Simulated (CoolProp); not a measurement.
Benzene along the isotherm 461.9 K: density (kg/m³) from the reference equation and from simpler models built on Tc = 562.0 K, pc = 4.906 MPa, ω = 0.211; each cubic takes its own stable root.

Model: reference Helmholtz-energy equation of state, Thol 2012, in CoolProp.

```csv
p (MPa),phase,reference
0.0388,gas,0.7933
0.0569,gas,1.166
0.0836,gas,1.720
0.123,gas,2.544
0.18,gas,3.753
0.264,gas,5.571
0.388,gas,8.343
0.569,gas,12.60
0.836,gas,19.43
1.23,liquid,675.3
1.8,liquid,677.5
2.64,liquid,680.5
3.88,liquid,684.8
5.69,liquid,690.5
8.36,liquid,698.3
12.3,liquid,708.5
```

**Question.** How far does each simpler model (van der Waals, Redlich-Kwong, Soave-Redlich-Kwong, Peng-Robinson) lie from the reference over these 16 states: mean and median of the absolute difference, and the worst?

**Answer.** 
- van der Waals: mean 23.9 %, median 3.3 %, worst -95.7 % at 461.9 K and 1.23 MPa
- Redlich-Kwong: mean 10.9 %, median 1.3 %, worst -95.5 % at 461.9 K and 1.23 MPa
- Soave-Redlich-Kwong: mean 4.4 %, median 0.6 %, worst -11.1 % at 461.9 K and 1.23 MPa
- Peng-Robinson: mean 0.9 %, median 0.1 %, worst +3.7 % at 461.9 K and 12.3 MPa

At some of these states van der Waals, Redlich-Kwong gives the other phase, because its saturation line lies elsewhere.
